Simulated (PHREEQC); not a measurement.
**Alkaline etch or developer**

Consider water at 25 °C with 0.0028 mol NH3, 0.0018 mol Na2SiO3 and 0.0068 mol K3PO4 per kg of water. Closed to the air; pH follows from the charge balance.

Equilibrium calculation in PHREEQC: ion-association model, wateq4f.dat.

Each row changes one thing in this solution. Precipitation was switched off in this run.

```csv
case,pH,ionic strength (mol/kgw),H3SiO4- (mol/kgw),H2SiO4-2 (mol/kgw),H4SiO4 (mol/kgw),SI of Quartz (SiO2)
as made,11.71,0.0354,0.00169,9.60e-5,1.84e-5,-0.75
K3PO4 from 0.0068 to 0.068 mol/kgw,12.08,0.375,0.00147,0.000324,5.06e-6,-1.27
K3PO4 replaced by K2CO3 at the same molality,11.29,0.0232,0.00171,3.46e-5,5.08e-5,-0.31
K3PO4 from 0.0068 to 0.034 mol/kgw,11.99,0.182,0.00156,0.000235,7.52e-6,-1.12
temperature from 25 to 70 °C,10.63,0.0318,0.00166,7.61e-5,6.57e-5,-0.77
K3PO4 left out,11.24,0.00365,0.00171,2.46e-5,6.23e-5,-0.22
NH3 left out,11.71,0.0354,0.00169,9.59e-5,1.85e-5,-0.75
K3PO4 from 0.0068 to 0.0034 mol/kgw,11.58,0.0189,0.00171,6.44e-5,2.66e-5,-0.59
```

Species that the database lacks are ignored. H3PO4, which wateq4f.dat lacks, is added to it with the constant of phreeqc.dat. Constants without temperature data keep their 25 °C values here.
